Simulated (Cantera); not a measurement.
A closed system holds: 1 mol Si, 9.1 mol H2O, 6.3 mol N2, 0.51 mol O2, held at 0.100 bar.

Method: chemical equilibrium by Gibbs-energy minimisation in Cantera with the NASA 1993 tables (ideal gas, pure condensed phases). Candidate condensed phases: H2O, Si, SiO2, Si2N2O, Si3N4; 35 gas species. The tables hold silica as quartz up to 1696 K and as liquid above; real silica turns to tridymite and cristobalite and melts near 1996 K. Gases not in the tables: Si(OH)4. Kinetics and transport are ignored.

Task: At 1273 K, list the 3 most abundant gas species with their mole fractions, and the condensed phases.

Result: H2O 0.527, N2 0.409, H2 0.0636. Condensed: SiO2(β-quartz).
